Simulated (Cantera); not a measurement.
Premixed flame

A freely propagating, adiabatic, planar premixed flame of 53.2 % H₂, 9.84 % O₂, 37.0 % N₂, unburnt at 325 K and 390000 Pa; mixture-averaged transport, grid criteria slope 0.08 and curve 0.16, no radiation.

Computed with Cantera and the H2/O2 subset of GRI-Mech 3.0, which has no nitrogen chemistry. The hydrogen kinetics of GRI-Mech 3.0 are dated; newer H2 mechanisms differ, most at raised pressure. Burning velocities carry a grid error of a few per cent, more on coarse grids.

```json
[
 {"z (mm)": "-0.214", "T (K)": "325", "u (m/s)": "2.55", "x H₂": "0.532", "x O₂": "0.0984", "x H": "<1e-8", "x HO₂": "<1e-8", "x OH": "<1e-8", "x O": "<1e-8"},
 {"z (mm)": "-0.143", "T (K)": "325", "u (m/s)": "2.55", "x H₂": "0.532", "x O₂": "0.0984", "x H": "<1e-8", "x HO₂": "<1e-8", "x OH": "<1e-8", "x O": "<1e-8"},
 {"z (mm)": "-0.107", "T (K)": "326", "u (m/s)": "2.55", "x H₂": "0.531", "x O₂": "0.0984", "x H": "<1e-8", "x HO₂": "1.12e-7", "x OH": "<1e-8", "x O": "<1e-8"},
 {"z (mm)": "-0.0714", "T (K)": "331", "u (m/s)": "2.59", "x H₂": "0.530", "x O₂": "0.0988", "x H": "<1e-8", "x HO₂": "2.49e-6", "x OH": "<1e-8", "x O": "4.69e-8"},
 {"z (mm)": "-0.0357", "T (K)": "448", "u (m/s)": "3.40", "x H₂": "0.512", "x O₂": "0.100", "x H": "1.24e-5", "x HO₂": "0.000411", "x OH": "2.31e-5", "x O": "4.80e-6"},
 {"z (mm)": "-0.0178", "T (K)": "769", "u (m/s)": "5.65", "x H₂": "0.477", "x O₂": "0.0903", "x H": "0.00175", "x HO₂": "0.000662", "x OH": "0.000474", "x O": "0.000101"},
 {"z (mm)": "0", "T (K)": "1127", "u (m/s)": "8.13", "x H₂": "0.433", "x O₂": "0.0665", "x H": "0.00995", "x HO₂": "0.000281", "x OH": "0.000620", "x O": "0.000444"},
 {"z (mm)": "0.0178", "T (K)": "1377", "u (m/s)": "9.88", "x H₂": "0.392", "x O₂": "0.0376", "x H": "0.0213", "x HO₂": "0.000133", "x OH": "0.000897", "x O": "0.000730"},
 {"z (mm)": "0.0357", "T (K)": "1519", "u (m/s)": "10.9", "x H₂": "0.366", "x O₂": "0.0170", "x H": "0.0286", "x HO₂": "5.67e-5", "x OH": "0.000980", "x O": "0.000543"},
 {"z (mm)": "0.0714", "T (K)": "1637", "u (m/s)": "11.7", "x H₂": "0.351", "x O₂": "0.00287", "x H": "0.0301", "x HO₂": "9.01e-6", "x OH": "0.000889", "x O": "0.000152"},
 {"z (mm)": "0.143", "T (K)": "1717", "u (m/s)": "12.2", "x H₂": "0.353", "x O₂": "0.000154", "x H": "0.0232", "x HO₂": "4.63e-7", "x OH": "0.000768", "x O": "4.38e-5"},
 {"z (mm)": "0.285", "T (K)": "1778", "u (m/s)": "12.6", "x H₂": "0.358", "x O₂": "7.58e-6", "x H": "0.0152", "x HO₂": "3.32e-8", "x OH": "0.000578", "x O": "1.93e-5"},
 {"z (mm)": "0.571", "T (K)": "1822", "u (m/s)": "12.9", "x H₂": "0.362", "x O₂": "2.10e-6", "x H": "0.00905", "x HO₂": "1.15e-8", "x OH": "0.000377", "x O": "7.27e-6"}
]
```
x: mole fraction of selected species; z is measured from the peak of heat release.

The laminar burning velocity comes out as 255 cm/s and the thermal thickness comes out as 0.0714 mm. The peak x(H) is 0.0308 and the peak x(HO₂) is 0.000845. The peak x(OH) is 0.000981 and the peak x(O) comes out as 0.000731.
